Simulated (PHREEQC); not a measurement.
Solution (40 °C): 0.089 mol HF and 0.24 mol NH4HF2 per kg of water. It is in equilibrium with CO2 at log p = -3.4 (atm). Otherwise closed; pH follows from the charge balance.

Equilibrium calculation in PHREEQC: ion-association model, wateq4f.dat.

No solid was allowed to form.

### Question
Estimate the pH.

### Answer
pH 3.08.

### Question
In which forms is F present?

### Answer
HF2- 34 %, HF 27 %, F- 25 %, H2F2 13 % of the F.

wateq4f.dat counts part of the HF as a dimer, H2F2, which phreeqc.dat doesn't know; its constant is uncertain. Constants without temperature data keep their 25 °C values here.
